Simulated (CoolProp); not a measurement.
CH3F (R41) along the isotherm 425 K: density (kg/m³) from the reference equation and from simpler models built on Tc = 317.3 K, pc = 59.06 bar, ω = 0.200; each cubic takes its own stable root.

Computed with CoolProp (reference Helmholtz-energy equation of state, Lemmon 2006). It is a short technical equation, of lower accuracy than the large ones.

```
p (bar)          phase  reference  ideal gas  van der Waals  Soave-Redlich-Kwong
-------  -------------  ---------  ---------  -------------  -------------------
73.8     supercritical      86.45      71.08          88.37                82.54
148      supercritical      208.4      142.5          217.4                183.8
221      supercritical      331.4      212.8          295.7                272.7
295      supercritical      418.8      284.1          336.9                338.2
369      supercritical      477.2      355.4          363.8                386.1
443      supercritical      519.7      426.7          383.6                423.0
517      supercritical      552.8      497.9          399.2                452.6
591      supercritical      580.0      569.2          411.9                477.3
```
